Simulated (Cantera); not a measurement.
Cantera run:

```python
import numpy as np
import cantera as ct

gas_names = """
    C CH CH2 CH3 CH2OH CH3O CH4 CH3OH CO COS CO2 COOH CS CS2 C2 C2H CHCO,ketyl C2H2,acetylene
    C2H2,vinylidene CH2CO,ketene C2H3,vinyl CH3CO,acetyl C2H4 C2H4O,ethylen CH3CHO,ethanal CH3COOH
    (HCOOH)2 C2H5 C2H6 CH3OCH3 C2H5OH C2O C3 C3H3,propargyl C3H4,allene C3H4,propyne C3H4,cyclo-
    C3H5,allyl C3H6,propylene C3H6,cyclo- C3H6O C3H7,n-propyl C3H7,i-propyl C3H8 C3H8O,1propanol
    C3H8O,2propanol C3O2 C4 C4H2 C4H4,1,3-cyclo- C4H6,butadiene C4H6,2-butyne C4H6,cyclo- C4H8,1-butene
    C4H8,cis2-buten C4H8,tr2-butene C4H8,isobutene C4H8,cyclo- (CH3COOH)2 C4H9,n-butyl C4H9,i-butyl
    C4H9,s-butyl C4H9,t-butyl C4H10,isobutane C4H10,n-butane C5 C5H6,1,3cyclo- C5H8,cyclo-
    C5H10,1-pentene C5H10,cyclo- C5H11,pentyl C5H11,t-pentyl C5H12,n-pentane C5H12,i-pentane
    CH3C(CH3)2CH3 C6H2 C6H5,phenyl C6H5O,phenoxy C6H6 C6H5OH,phenol C6H10,cyclo- C6H12,1-hexene
    C6H12,cyclo- C6H13,n-hexyl C7H7,benzyl C7H8 C7H8O,cresol C7H14,1-heptene C7H15,n-heptyl
    C7H16,n-heptane C8H8,styrene C8H10,ethylbenz C8H16,1-octene C8H17,n-octyl C8H18,isooctane
    C8H18,n-octane C9H19,n-nonyl C10H8,naphthale C10H21,n-decyl C12H9,o-bipheny C12H10,bipheny H HCO HO2
    H2 HCHO,formaldehy HCOOH H2O H2O2 H2S H2SO4 Mg MgH MgO MgOH MgO2H2 MgS Mg2 O OH O2 O3 S SH SO SO2
    SO3 S2 S2O S8
""".split()
cond_names = """
    C(gr) C6H6(L) C7H8(L) C8H18(L),n-octa H2O(s) H2O(L) H2SO4(L) Mg(cr) Mg(L) MgCO3(s) MgO(s) MgO(L)
    MgO2H2(s) MgS(s) MgSO4(s) MgSO4(L) S(cr1) S(cr2) S(L)
""".split()


def load(file, names, dense=False):
    # The tables refer to 1 bar. Condensed volumes are neglected.
    table = {s.name: s for s in ct.Species.list_from_file(file)}
    out = []
    for n in names:
        d = dict(table[n].input_data)
        d["thermo"] = dict(d["thermo"], **{"reference-pressure": 1e5})
        if dense:
            d["equation-of-state"] = {"model": "constant-volume", "density": "1e6 g/cm^3"}
        out.append(ct.Species.from_dict(d))
    return out


gas = ct.Solution(thermo="ideal-gas", species=load("nasa_gas.yaml", gas_names))
cond = {s.name: ct.Solution(thermo="fixed-stoichiometry", species=[s], name=s.name)
        for s in load("nasa_condensed.yaml", cond_names, dense=True)}
atoms = {
    'MgSO4': {'Mg': 1, 'S': 1, 'O': 4},
    'CO2': {'C': 1, 'O': 2},
    'H2': {'H': 2},
}
top_T = {'C(gr)': 4500, 'MgS(s)': 2250}  # K; cautious upper limits of use, not melting points


def equilibrate(T, P, feed):
    n = {}
    for name, mol in feed.items():
        for a, k in atoms[name].items():
            n[a] = n.get(a, 0.0) + k * mol
    gas.TPX = T, P, n
    mass = sum(n.values()) * gas.mean_molecular_weight
    gas.equilibrate("TP")
    valid = [c for c in cond.values() if c.min_temp <= T <= top_T.get(c.name, c.max_temp)]
    mix = ct.Mixture([(gas, mass / gas.mean_molecular_weight)] + [(c, 0.0) for c in valid])
    mix.T, mix.P = T, P
    mix.equilibrate("TP", solver="vcs", rtol=1e-11, max_steps=5000)
    return mix


results = []
feed = {'MgSO4': 1, 'CO2': 4, 'H2': 0.11}  # mol
P = 31  # Pa
for T in [1448, 1473, 1498, 1523, 1548, 1573, 1598, 1623, 1648, 1673, 1698, 1723, 1748, 1773]:
    mix = equilibrate(T, P, feed)
    results.append((T, P, feed, dict(zip(mix.species_names, mix.species_moles))))
    x = sorted(zip(gas.X, gas.species_names), reverse=True)
    print(f"T = {T:g} K  P = {P:g} Pa  gas = {mix.phase_moles(0):.4g} mol")
    print("   x: " + "  ".join(f"{s} {v:.3e}" for v, s in x if v > 1e-05))
    print("   condensed (mol): " + ("  ".join(f"{mix.phase(i).name} {mix.phase_moles(i):.4g}"
          for i in range(1, mix.n_phases) if mix.phase_moles(i) > 1e-12) or "none"))
```

It prints:

```
T = 1448 K  P = 31 Pa  gas = 5.556 mol
   x: CO2 7.196e-01  SO2 1.799e-01  O2 8.019e-02  H2O 1.973e-02  CO 3.150e-04  OH 1.288e-04  SO3 4.415e-05  O 3.137e-05
   condensed (mol): MgO(s) 1
T = 1473 K  P = 31 Pa  gas = 5.557 mol
   x: CO2 7.194e-01  SO2 1.799e-01  O2 8.024e-02  H2O 1.971e-02  CO 4.675e-04  OH 1.620e-04  O 4.490e-05  SO3 3.859e-05
   condensed (mol): MgO(s) 1
T = 1498 K  P = 31 Pa  gas = 5.557 mol
   x: CO2 7.191e-01  SO2 1.799e-01  O2 8.033e-02  H2O 1.968e-02  CO 6.845e-04  OH 2.022e-04  O 6.352e-05  SO3 3.389e-05  SO 1.226e-05
   condensed (mol): MgO(s) 1
T = 1523 K  P = 31 Pa  gas = 5.558 mol
   x: CO2 7.186e-01  SO2 1.799e-01  O2 8.045e-02  H2O 1.965e-02  CO 9.892e-04  OH 2.505e-04  O 8.887e-05  SO3 2.990e-05  SO 1.823e-05  H2 1.008e-05
   condensed (mol): MgO(s) 1
T = 1548 K  P = 31 Pa  gas = 5.56 mol
   x: CO2 7.180e-01  SO2 1.798e-01  O2 8.062e-02  H2O 1.961e-02  CO 1.412e-03  OH 3.081e-04  O 1.230e-04  SO 2.676e-05  SO3 2.650e-05  H2 1.383e-05
   condensed (mol): MgO(s) 1
T = 1573 K  P = 31 Pa  gas = 5.562 mol
   x: CO2 7.172e-01  SO2 1.797e-01  O2 8.085e-02  H2O 1.957e-02  CO 1.990e-03  OH 3.766e-04  O 1.687e-04  SO 3.878e-05  SO3 2.358e-05  H2 1.877e-05  H 1.000e-05
   condensed (mol): MgO(s) 1
T = 1598 K  P = 31 Pa  gas = 5.564 mol
   x: CO2 7.161e-01  SO2 1.796e-01  O2 8.117e-02  H2O 1.951e-02  CO 2.772e-03  OH 4.574e-04  O 2.291e-04  SO 5.550e-05  H2 2.520e-05  SO3 2.108e-05  H 1.518e-05
   condensed (mol): MgO(s) 1
T = 1623 K  P = 31 Pa  gas = 5.568 mol
   x: CO2 7.146e-01  SO2 1.795e-01  O2 8.159e-02  H2O 1.944e-02  CO 3.817e-03  OH 5.521e-04  O 3.086e-04  SO 7.848e-05  H2 3.348e-05  H 2.271e-05  SO3 1.891e-05
   condensed (mol): MgO(s) 1
T = 1648 K  P = 31 Pa  gas = 5.572 mol
   x: CO2 7.127e-01  SO2 1.793e-01  O2 8.217e-02  H2O 1.935e-02  CO 5.195e-03  OH 6.627e-04  O 4.122e-04  SO 1.097e-04  H2 4.402e-05  H 3.356e-05  SO3 1.704e-05
   condensed (mol): MgO(s) 1
T = 1673 K  P = 31 Pa  gas = 5.578 mol
   x: CO2 7.101e-01  SO2 1.791e-01  O2 8.291e-02  H2O 1.924e-02  CO 6.990e-03  OH 7.912e-04  O 5.466e-04  SO 1.515e-04  H2 5.728e-05  H 4.895e-05  SO3 1.542e-05
   condensed (mol): MgO(s) 1
T = 1698 K  P = 31 Pa  gas = 5.585 mol
   x: CO2 7.069e-01  SO2 1.788e-01  O2 8.388e-02  H2O 1.912e-02  CO 9.300e-03  OH 9.396e-04  O 7.198e-04  SO 2.070e-04  H2 7.376e-05  H 7.054e-05  SO3 1.401e-05
   condensed (mol): MgO(s) 1
T = 1723 K  P = 31 Pa  gas = 5.595 mol
   x: CO2 7.027e-01  SO2 1.784e-01  O2 8.511e-02  H2O 1.896e-02  CO 1.223e-02  OH 1.110e-03  O 9.421e-04  SO 2.796e-04  H 1.004e-04  H2 9.400e-05  SO3 1.277e-05
   condensed (mol): MgO(s) 1
T = 1748 K  P = 31 Pa  gas = 5.607 mol
   x: CO2 6.975e-01  SO2 1.780e-01  O2 8.666e-02  H2O 1.878e-02  CO 1.590e-02  OH 1.306e-03  O 1.226e-03  SO 3.735e-04  H 1.413e-04  H2 1.185e-04  SO3 1.170e-05
   condensed (mol): MgO(s) 1
T = 1773 K  P = 31 Pa  gas = 5.622 mol
   x: CO2 6.911e-01  SO2 1.774e-01  O2 8.857e-02  CO 2.043e-02  H2O 1.856e-02  O 1.587e-03  OH 1.529e-03  SO 4.934e-04  H 1.964e-04  H2 1.478e-04  SO3 1.076e-05
   condensed (mol): MgO(s) 0.9999
```

Method: chemical equilibrium by Gibbs-energy minimisation in Cantera with the NASA 1993 tables (ideal gas, pure condensed phases).
